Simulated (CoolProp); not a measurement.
Vapour-liquid equilibrium of C2F6 (R116) (1) + R134a (2) at -40.15 °C; x and y are mole fractions of (1).

Computed with CoolProp (multi-fluid Helmholtz-energy mixture model, Lemmon 2006 and Tillner-Roth 1994; pair parameters Bell 2016).

```json
[
 {"x": "0.05", "bubble pressure, mixture model (MPa)": "0.1460", "bubble pressure, Raoult's law (MPa)": "0.07514", "y, mixture model": "0.656", "y, Raoult's law": "0.358"},
 {"x": "0.15", "bubble pressure, mixture model (MPa)": "[?]", "bubble pressure, Raoult's law (MPa)": "0.1238", "y, mixture model": "0.826", "y, Raoult's law": "0.651"},
 {"x": "0.25", "bubble pressure, mixture model (MPa)": "0.3572", "bubble pressure, Raoult's law (MPa)": "0.1725", "y, mixture model": "0.869", "y, Raoult's law": "0.779"},
 {"x": "0.35", "bubble pressure, mixture model (MPa)": "[?]", "bubble pressure, Raoult's law (MPa)": "0.2211", "y, mixture model": "0.886", "y, Raoult's law": "0.851"},
 {"x": "0.45", "bubble pressure, mixture model (MPa)": "[?]", "bubble pressure, Raoult's law (MPa)": "0.2698", "y, mixture model": "0.896", "y, Raoult's law": "0.896"},
 {"x": "0.55", "bubble pressure, mixture model (MPa)": "0.4397", "bubble pressure, Raoult's law (MPa)": "0.3184", "y, mixture model": "0.903", "y, Raoult's law": "0.928"},
 {"x": "0.65", "bubble pressure, mixture model (MPa)": "0.4549", "bubble pressure, Raoult's law (MPa)": "0.3671", "y, mixture model": "0.911", "y, Raoult's law": "0.952"},
 {"x": "0.75", "bubble pressure, mixture model (MPa)": "0.4730", "bubble pressure, Raoult's law (MPa)": "0.4157", "y, mixture model": "0.923", "y, Raoult's law": "0.969"},
 {"x": "0.85", "bubble pressure, mixture model (MPa)": "0.4958", "bubble pressure, Raoult's law (MPa)": "0.4644", "y, mixture model": "[?]", "y, Raoult's law": "0.984"},
 {"x": "0.95", "bubble pressure, mixture model (MPa)": "[?]", "bubble pressure, Raoult's law (MPa)": "0.5131", "y, mixture model": "0.976", "y, Raoult's law": "0.995"}
]
```

Task: Some entries are withheld; supply them.

Result: 
- 0.15, bubble pressure, mixture model (MPa): 0.2797
- 0.35, bubble pressure, mixture model (MPa): 0.3997
- 0.45, bubble pressure, mixture model (MPa): 0.4236
- 0.85, y, mixture model: 0.943
- 0.95, bubble pressure, mixture model (MPa): 0.5230

The largest gap from Raoult's law is +125.9 % in bubble pressure, at x = 0.15. No azeotrope shows between x = 0.05 and 0.95.

Pair parameters are fitted to limited data, so mixtures are less certain than the pure fluids. With so large a gap from Raoult's law the liquid may split in two, which this calculation doesn't test in full.
